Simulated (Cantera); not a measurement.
Thermodynamics of iron carbonyl, mercury and lead vapours, feed Fe(CO)5 + N2

Input: 1 mol Fe(CO)5, 0.14 mol N2, at 0.0380 bar.

Cantera equilibrium calculation (NASA polynomials, part measured and part estimated; ideal gas, pure solids and liquids). Candidate condensed phases: C, Fe, Fe(CO)5, FeO, Fe2O3, Fe3O4; 27 gas species. Condensed phases not in the tables: cementite and carbon dissolved in iron. Kinetics and transport are ignored.

From 650 °C to 900 °C the condensed part is C(graphite) + Fe(α). From 925 °C to 950 °C the condensed part is C(graphite) + Fe(γ).

```csv
T (°C),x CO,x CO2,x N2,x Fe,n C(graphite),n Fe(α),n Fe(γ)
650,0.878,0.0924,0.0298,<1e-12,0.435,1.00,0
675,0.915,0.0558,0.0288,<1e-12,0.272,1.00,0
700,0.938,0.0336,0.0282,<1e-12,0.167,1.00,0
725,0.952,0.0204,0.0278,<1e-12,0.103,1.00,0
750,0.960,0.0125,0.0276,1.18e-12,0.0636,1.00,0
775,0.965,0.00785,0.0275,3.69e-12,0.0400,1.00,0
800,0.968,0.00501,0.0274,1.09e-11,0.0256,1.00,0
825,0.969,0.00326,0.0273,3.06e-11,0.0167,1.00,0
850,0.971,0.00216,0.0273,8.20e-11,0.0111,1.00,0
875,0.971,0.00146,0.0273,2.10e-10,0.00749,1.00,0
900,0.972,0.00100,0.0273,5.16e-10,0.00514,1.00,0
925,0.972,0.000698,0.0273,1.22e-9,0.00359,0,1.00
950,0.972,0.000494,0.0273,2.78e-9,0.00254,0,1.00
```
x: gas mole fraction; n: condensed amount in mol.
